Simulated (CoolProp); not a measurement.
Vapour-liquid equilibrium of R1234ze(E) (1) + R227EA (2) at -96.15 °C; x and y are mole fractions of (1).

Computed with CoolProp (multi-fluid Helmholtz-energy mixture model, Thol 2016 and Lemmon 2016; pair parameters Bell 2023).

```json
[
 {"x": "0.05", "bubble pressure (MPa)": "0.0004464", "y at the bubble point": "0.064", "dew pressure at overall composition x (MPa)": "0.0004449", "liquid density (mol/L)": "10.64"},
 {"x": "0.2", "bubble pressure (MPa)": "0.0004667", "y at the bubble point": "0.246", "dew pressure at overall composition x (MPa)": "0.0004614", "liquid density (mol/L)": "10.96"},
 {"x": "0.35", "bubble pressure (MPa)": "0.0004863", "y at the bubble point": "0.411", "dew pressure at overall composition x (MPa)": "0.0004790", "liquid density (mol/L)": "___"},
 {"x": "0.5", "bubble pressure (MPa)": "0.0005045", "y at the bubble point": "0.559", "dew pressure at overall composition x (MPa)": "0.0004973", "liquid density (mol/L)": "___"},
 {"x": "0.65", "bubble pressure (MPa)": "0.0005209", "y at the bubble point": "___", "dew pressure at overall composition x (MPa)": "0.0005154", "liquid density (mol/L)": "12.05"},
 {"x": "0.8", "bubble pressure (MPa)": "0.0005353", "y at the bubble point": "0.828", "dew pressure at overall composition x (MPa)": "0.0005324", "liquid density (mol/L)": "___"},
 {"x": "0.95", "bubble pressure (MPa)": "0.0005476", "y at the bubble point": "0.957", "dew pressure at overall composition x (MPa)": "0.0005470", "liquid density (mol/L)": "12.92"}
]
```

Task: Complete the blanks.

Result: 
- 0.35, liquid density (mol/L): 11.30
- 0.5, liquid density (mol/L): 11.67
- 0.65, y at the bubble point: 0.697
- 0.8, liquid density (mol/L): 12.47

No azeotrope shows between x = 0.05 and 0.95.

Pair parameters are fitted to limited data, so mixtures are less certain than the pure fluids.
